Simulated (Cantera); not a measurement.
Feed: 1 mol Si2H6, 170 mol N2, equilibrated at 1300 K and 10000 Pa.

Cantera equilibrium calculation (NASA polynomials, part measured and part estimated; ideal gas, pure solids and liquids). Candidate condensed phases: Si, Si3N4; 18 gas species. The feed counts by its element totals alone. N2 is the only nitrogen source here; it is nearly inert below about 1500 K, so the nitride shown seldom forms there in practice. Rates play no part.

Base state: N2 0.983, H2 0.0175 (mole fractions); condensed: Si3N4(s).

Problem. What changes in the equilibrium state with this change: 0.95 mol HF added?

Solution. 
```csv
species,before,after
N2,0.983,0.978
H2,0.0175,0.0200
SiF4,0,0.00128
HF,0,0.000277
SiF3,0,3.05e-5
"Si3N4(s), mol",0.667,0.591
```
The tables' values for SiF3 are old estimates; treat these amounts as uncertain.

Problem. What changes in the equilibrium state with this change: Si2H6 replaced by Si3H8?

Solution. 
| species | before | after |
|---|---|---|
| N2 | 0.983 | 0.977 |
| H2 | 0.0175 | 0.0233 |
| Si3N4(s), mol | 0.667 | 1.00 |
